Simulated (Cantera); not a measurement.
## Premixed flame

A freely propagating, adiabatic, planar premixed flame of H2 : O2 : N2 = 1 : 0.505 : 2.12 (molar parts), unburnt at 625 K and 0.430 bar; multicomponent+Soret transport, grid criteria slope 0.08 and curve 0.16, no radiation.

Detailed kinetics in Cantera: the H2/O2 subset of GRI-Mech 3.0, which has no nitrogen chemistry. Burning velocities carry a grid error of a few per cent, more on coarse grids.

| z (mm) | T (K) | u (m/s) | x H2 | x O2 | x H2O | x H | x H2O2 | x OH |
|---|---|---|---|---|---|---|---|---|
| -4.46 | 625 | 6.44 | 0.276 | 0.139 | <1e-8 | <1e-8 | <1e-8 | <1e-8 |
| -2.98 | 625 | 6.44 | 0.276 | 0.139 | <1e-8 | <1e-8 | <1e-8 | <1e-8 |
| -2.23 | 625 | 6.44 | 0.276 | 0.139 | <1e-8 | <1e-8 | <1e-8 | <1e-8 |
| -1.49 | 625 | 6.44 | 0.276 | 0.139 | 3.16e-8 | 7.37e-8 | <1e-8 | <1e-8 |
| -0.744 | 632 | 6.49 | 0.272 | 0.140 | 0.000423 | 0.000166 | 1.15e-6 | 2.63e-5 |
| -0.372 | 763 | 7.68 | 0.244 | 0.137 | 0.0124 | 0.00536 | 3.75e-6 | 0.000444 |
| 0 | 1165 | 11.4 | 0.136 | 0.0961 | 0.0985 | 0.0430 | 2.19e-6 | 0.00324 |
| 0.372 | 1468 | 14.2 | 0.0524 | 0.0411 | 0.194 | 0.0660 | 1.86e-6 | 0.00902 |
| 0.744 | 1604 | 15.4 | 0.0437 | 0.0316 | 0.211 | 0.0596 | 1.18e-6 | 0.0118 |
| 1.49 | 1754 | 16.7 | 0.0435 | 0.0277 | 0.221 | 0.0473 | 6.31e-7 | 0.0142 |
| 2.98 | 1911 | 18.0 | 0.0421 | 0.0240 | 0.232 | 0.0347 | 3.33e-7 | 0.0161 |
| 5.95 | 2065 | 19.2 | 0.0385 | 0.0203 | 0.245 | 0.0235 | 1.93e-7 | 0.0168 |
| 11.9 | 2205 | 20.3 | 0.0331 | 0.0166 | 0.259 | 0.0147 | 1.30e-7 | 0.0161 |
x: mole fraction of selected species; z is measured from the peak of heat release.

The laminar burning velocity is 644 cm/s and the thermal thickness is 1.49 mm. The peak x(H) comes out as 0.0660. The peak x(H2O2) comes out as 3.83e-6 and the peak x(OH) is 0.0168. The grid points is 133.
